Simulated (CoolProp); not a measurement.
Properties of CH3F (R41) along the isotherm 425 K.

Model: reference Helmholtz-energy equation of state, Lemmon 2006, in CoolProp. It is a short technical equation, of lower accuracy than the large ones.

| p (kPa) | phase | density (kg/m³) | speed of sound (m/s) | Joule-Thomson coefficient (K/MPa) | expansivity (1/kK) | fugacity coefficient |
|---|---|---|---|---|---|---|
| 295 | gas | 2.862 | ___ | 6.704 | 2.415 | 0.9927 |
| 591 | gas | 5.777 | 353.0 | 6.673 | 2.478 | 0.9853 |
| 886 | gas | 8.726 | 351.5 | 6.641 | 2.543 | 0.9781 |
| 1180 | gas | 11.71 | 350.0 | 6.608 | 2.609 | 0.9710 |
| 1480 | gas | 14.80 | 348.5 | 6.573 | 2.678 | 0.9637 |
| 1770 | gas | 17.83 | 347.1 | 6.538 | 2.746 | 0.9568 |
| 2070 | gas | 21.02 | 345.7 | 6.501 | 2.819 | 0.9497 |
| 2360 | gas | 24.14 | 344.3 | 6.465 | 2.890 | ___ |
| 2660 | gas | 27.43 | ___ | 6.426 | ___ | ___ |
| 2950 | gas | 30.65 | ___ | 6.387 | ___ | 0.9292 |

Question: Some entries are withheld; supply them.

Answer: 
- 295, speed of sound (m/s): 354.5
- 2360, fugacity coefficient: 0.9429
- 2660, speed of sound (m/s): 342.9
- 2660, expansivity (1/kK): 2.967
- 2660, fugacity coefficient: 0.9359
- 2950, speed of sound (m/s): 341.6
- 2950, expansivity (1/kK): 3.042
